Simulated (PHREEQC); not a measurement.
Consider water at 25 °C with 0.67 mol/kgw MgCl2, 3.8 mol/kgw MnCl2 and 0.063 mol/kgw LiCl. Closed to the air; pH follows from the charge balance.

Computed with PHREEQC (Pitzer model, pitzer.dat).

Precipitation was switched off in this run.

Q: Predict the pH, activity of water, osmotic coefficient.

A: pH 4.33; activity of water 0.639; osmotic coefficient 1.835.

In brines, pH and single-ion activities rest on the MacInnes convention.
